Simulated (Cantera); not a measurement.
Input: 1 mol Si3N4, 4.5 mol H2O, 1.6 mol H2, held at 1.00 Torr.

Equilibrium computed with Cantera from the NASA thermochemical tables; the gas is ideal and each condensed phase is pure. Candidate condensed phases: H2O, Si, SiO2, Si2N2O, Si3N4; 35 gas species. Mutual solubility and eutectic melting of coexisting phases are not modelled. The tables hold silica as quartz up to 1696 K and as liquid above; real silica turns to tridymite and cristobalite and melts near 1996 K. Rates play no part.

What share of the Si ends up in condensed phases as a function of T (K), at 773, 873, 973, 1073, 1173, 1273, 1373, 1473, 1573, 1673, 1773, 1873, 1973?


```tsv
T (K)	Si condensed (%)	as
773	100.0	SiO2(α-quartz) + Si2N2O(s)
873	100.0	SiO2(β-quartz) + Si2N2O(s)
973	100.0	SiO2(β-quartz) + Si2N2O(s)
1073	100.0	SiO2(β-quartz) + Si2N2O(s)
1173	100.0	SiO2(β-quartz) + Si2N2O(s)
1273	100.0	SiO2(β-quartz) + Si2N2O(s)
1373	99.8	SiO2(β-quartz) + Si2N2O(s)
1473	96.8	SiO2(β-quartz) + Si2N2O(s)
1573	50.0	SiO2(β-quartz)
1673	49.9	SiO2(β-quartz)
1773	48.8	SiO2(condensed)
1873	42.8	SiO2(condensed)
1973	22.4	SiO2(condensed)
```
